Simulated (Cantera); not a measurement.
Charge: 1 mol HMDSO, 0.72 mol O₃, 0.62 mol H₂, held at 10.0 mbar.

Method: chemical equilibrium by Gibbs-energy minimisation in Cantera with the NASA 1993 tables (ideal gas, pure condensed phases). Candidate condensed phases: C, C₆H₆, C₇H₈, C₈H₁₈, H₂O, Si, SiC, SiO₂; 123 gas species. The feed counts by its element totals alone. Rates play no part. All values below are at 1600 K.

Base state: H₂ 0.752, CO 0.246, SiO 0.000715, H 0.000472, C₂H₂ (acetylene) 2.07e-5 (mole fractions); condensed: C(graphite) + SiC(s).

Q: What changes in the equilibrium state with this change: O₃ from 0.72 to 0.097 mol?

A: 
```json
[
 {"species": "H₂", "before": "0.752", "after": "0.881"},
 {"species": "CO", "before": "0.246", "after": "0.118"},
 {"species": "H", "before": "0.000472", "after": "0.000510"},
 {"species": "SiO", "before": "0.000715", "after": "0.000342"},
 {"species": "CH₄", "before": "9.24e-6", "after": "1.27e-5"},
 {"species": "C₂H₂ (acetylene)", "before": "2.07e-5", "after": "2.42e-5"},
 {"species": "C(graphite), mol", "before": "0.858", "after": "2.72"},
 {"species": "SiC(s), mol", "before": "1.99", "after": "2.00"}
]
```
